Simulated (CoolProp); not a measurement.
Model: reference Helmholtz-energy equation of state, Fiedler 2023, in CoolProp.

### Question
For tetrahydrofuran, give the phase and the Z, cv (kJ/(kg K)), speed of sound (m/s), Joule-Thomson coefficient (K/MPa) at 360.3 K and 13.3 MPa; 360.3 K and 23.2 MPa.

### Answer
- 360.3 K and 13.3 MPa: liquid; Z 0.387, cv 1.42, speed of sound 1080, Joule-Thomson coefficient -0.329
- 360.3 K and 23.2 MPa: liquid; Z 0.666, cv 1.42, speed of sound 1140, Joule-Thomson coefficient -0.351
